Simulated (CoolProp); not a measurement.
Vapour-liquid equilibrium of C2F6 (R116) (1) + R134a (2) at 221.4 K; x and y are mole fractions of (1).

Computed with CoolProp (multi-fluid Helmholtz-energy mixture model, Lemmon 2006 and Tillner-Roth 1994; pair parameters Bell 2016).

```json
[
 {"x": "0.05", "bubble pressure (MPa)": "0.09745", "y at the bubble point": "0.732", "dew pressure at overall composition x (MPa)": "0.02797", "liquid density (mol/L)": "14.02"},
 {"x": "0.2", "bubble pressure (MPa)": "0.2225", "y at the bubble point": "0.889", "dew pressure at overall composition x (MPa)": "0.03320", "liquid density (mol/L)": "13.41"},
 {"x": "0.35", "bubble pressure (MPa)": "0.2690", "y at the bubble point": "0.913", "dew pressure at overall composition x (MPa)": "0.04081", "liquid density (mol/L)": "12.81"},
 {"x": "0.5", "bubble pressure (MPa)": "0.2849", "y at the bubble point": "0.921", "dew pressure at overall composition x (MPa)": "0.05292", "liquid density (mol/L)": "12.24"},
 {"x": "0.65", "bubble pressure (MPa)": "0.2953", "y at the bubble point": "0.927", "dew pressure at overall composition x (MPa)": "0.07520", "liquid density (mol/L)": "11.72"},
 {"x": "0.8", "bubble pressure (MPa)": "0.3111", "y at the bubble point": "0.942", "dew pressure at overall composition x (MPa)": "0.1294", "liquid density (mol/L)": "11.24"},
 {"x": "0.95", "bubble pressure (MPa)": "0.3356", "y at the bubble point": "0.978", "dew pressure at overall composition x (MPa)": "0.3181", "liquid density (mol/L)": "10.84"}
]
```

No azeotrope shows between x = 0.05 and 0.95.

The pair parameters rest on a limited set of measurements; away from them the model extrapolates. With so large a gap from Raoult's law the liquid may split in two, which this calculation doesn't test in full.
